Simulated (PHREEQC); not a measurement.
2 g of hydrous ferric oxide (600 m²/g; 0.2 weak and 0.005 strong sites per Fe, Dzombak-Morel constants, diffuse double layer) in 1 kg of water with 0.01 mol/kgw of an inert sodium salt and 0.011 mmol/kgw MgCl2, at 25 °C; the pH is set by adding NaOH or the inert anion's acid. Oxygen is held at 0.21 atm. The system is closed to CO2. No solid was allowed to form.

The series has 17 steps of pH, from 4 to 10.

All values are PHREEQC results (ion-association model, wateq4f.dat), not measurements.

Q: Near which pH is half of the Mg sorbed, and on which side is more sorbed?

A: Near pH 7.7, with more sorbed at higher pH.

Complexes and solids missing from the database can't appear.
